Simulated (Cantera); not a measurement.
# Equilibrium for chlorosilane synthesis and conversion: SiCl₄ + H₂

A closed system holds: 1 mol SiCl₄, 7.3 mol H₂, at 435 Torr.

These are equilibrium values from Cantera (NASA tables, ideal gas, pure condensed phases), not measurements of a reactor. Candidate condensed phases: Si; 19 gas species. The tables' values for SiCl₃ are old estimates; treat these amounts as uncertain. Rates play no part.

```tsv
T (K)	x H₂	x SiCl₄	x HCl	x SiHCl₃	x SiCl₃	x SiCl₂
600	0.878	0.119	0.00169	0.00169	7.53e-9	<1e-12
675	0.876	0.117	0.00367	0.00366	1.78e-7	1.24e-10
750	0.873	0.114	0.00673	0.00667	2.21e-6	7.95e-9
825	0.869	0.110	0.0109	0.0108	1.71e-5	2.36e-7
900	0.863	0.104	0.0163	0.0157	9.25e-5	3.90e-6
975	0.857	0.0983	0.0227	0.0212	0.000377	4.09e-5
1050	0.849	0.0913	0.0302	0.0266	0.00122	0.000294
1125	0.840	0.0834	0.0397	0.0307	0.00318	0.00149
1200	0.828	0.0739	0.0527	0.0316	0.00672	0.00536
```
x: gas mole fraction; nothing condenses.

From 600 K to 1200 K nothing is condensed. The main Si-bearing gas is SiCl₄ throughout.
